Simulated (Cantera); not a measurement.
Input: 1 mol C2F6, 0.032 mol F2, 9.5 mol H2, at 2250 °C and 13.3 mbar.

Equilibrium computed with Cantera from the NASA thermochemical tables; the gas is ideal and each condensed phase is pure. Candidate condensed phases: C, C6H6, C7H8, C8H18; 95 gas species. The feed counts by its element totals alone. Kinetics and transport are ignored.

Base state: HF 0.447, H2 0.396, H 0.152, C2H2 (acetylene) 0.00472, F 0.000379, C2H 0.000136, C3 5.31e-5, C4H2 2.32e-5 (mole fractions); condensed: C(graphite).

### Question
What changes in the equilibrium state with this change: temperature from 2250 °C to 1102 °C?

### Answer
| species | before | after |
|---|---|---|
| H2 | 0.396 | 0.516 |
| HF | 0.447 | 0.484 |
| H | 0.152 | 2.13e-5 |
| F | 0.000379 | <1e-9 |
| C2H | 0.000136 | <1e-9 |
| C(graphite), mol | 1.86 | 2.00 |

### Question
What changes in the equilibrium state with this change: C2F6 replaced by CH2F2?

### Answer
```csv
species,before,after
H2,0.396,0.638
H,0.152,0.192
HF,0.447,0.162
CF,1.33e-5,3.78e-6
F,0.000379,0.000108
"C(graphite), mol",1.86,0.797
```

### Question
What changes in the equilibrium state with this change: temperature from 2250 °C to 1927 °C?

### Answer
```json
[
 {"species": "H2", "before": "0.396", "after": "0.489"},
 {"species": "HF", "before": "0.447", "after": "0.476"},
 {"species": "H", "before": "0.152", "after": "0.0341"},
 {"species": "C3", "before": "5.31e-5", "after": "1.81e-7"},
 {"species": "C", "before": "1.71e-5", "after": "1.15e-7"},
 {"species": "C2H", "before": "0.000136", "after": "3.03e-6"},
 {"species": "CF", "before": "1.33e-5", "after": "3.24e-7"},
 {"species": "C(graphite), mol", "before": "1.86", "after": "1.97"}
]
```
